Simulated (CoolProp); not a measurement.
20 sccm (0 °C, 1 atm) of nitrogen bubbles through liquid octamethylcyclotetrasiloxane (D4) at 338 K and leaves saturated at a total pressure of 0.0427 MPa (ideal gas phase). Each further row changes one setting.

Values from CoolProp's reference Helmholtz-energy equation of state, Thol 2015.

```csv
case,vapour pressure (kPa),mole fraction of vapour,delivery (mg/min),delivery (sccm),change of delivery for a bath 1 K warmer (%)
as stated,1.67,0.0392,10.8,0.816,5.7
bath temperature 343 K,2.18,0.0510,14.2,1.07,5.6
total pressure 0.0854 MPa,1.67,0.0196,5.29,0.400,5.6
```
